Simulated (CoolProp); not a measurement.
Vapour-liquid equilibrium of o-xylene (1) + n-undecane (2) at 181.95 °C; x and y are mole fractions of (1).

Values from CoolProp's multi-fluid Helmholtz-energy mixture model, Zhou 2012 and Aleksandrov 2011; pair parameters Bell 2016.

| x | bubble pressure (bar) | y at the bubble point | dew pressure at overall composition x (bar) | liquid density (mol/L) |
|---|---|---|---|---|
| 0.05 | 0.7907 | 0.139 | 0.7390 | 4.007 |
| 0.15 | 0.9534 | 0.354 | 0.7979 | 4.206 |
| 0.25 | 1.123 | 0.512 | 0.8671 | 4.422 |
| 0.35 | 1.298 | 0.631 | 0.9496 | 4.657 |
| 0.45 | 1.476 | 0.723 | 1.050 | 4.913 |
| 0.55 | 1.656 | 0.797 | 1.173 | 5.194 |
| 0.65 | 1.839 | 0.856 | 1.331 | 5.504 |
| 0.75 | 2.023 | 0.906 | 1.537 | 5.847 |
| 0.85 | 2.209 | 0.948 | 1.817 | 6.229 |
| 0.95 | 2.398 | 0.984 | 2.220 | 6.656 |

No azeotrope shows between x = 0.05 and 0.95.

The pair parameters rest on a limited set of measurements; away from them the model extrapolates.
